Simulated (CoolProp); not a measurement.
Properties of hydrogen chloride along the isobar 58.3 bar.

Values from CoolProp's reference Helmholtz-energy equation of state, Thol 2018.

```tsv
T (K)	phase	expansivity (1/kK)	fugacity coefficient
239.9	liquid	2.813	0.1597
244.5	liquid	2.933	0.1831
249.1	liquid	3.068	0.2086
253.6	liquid	3.216	0.2356
258.2	liquid	3.388	0.2652
262.8	liquid	3.585	0.2970
267.4	liquid	3.814	0.3307
272	liquid	4.085	0.3665
276.6	liquid	4.409	0.4041
281.1	liquid	4.798	0.4428
285.7	liquid	5.298	0.4839
290.3	liquid	5.954	0.5266
294.9	liquid	6.863	0.5707
299.5	liquid	8.226	0.6160
304.1	liquid	10.57	0.6621
308.7	gas	25.64	0.7016
```
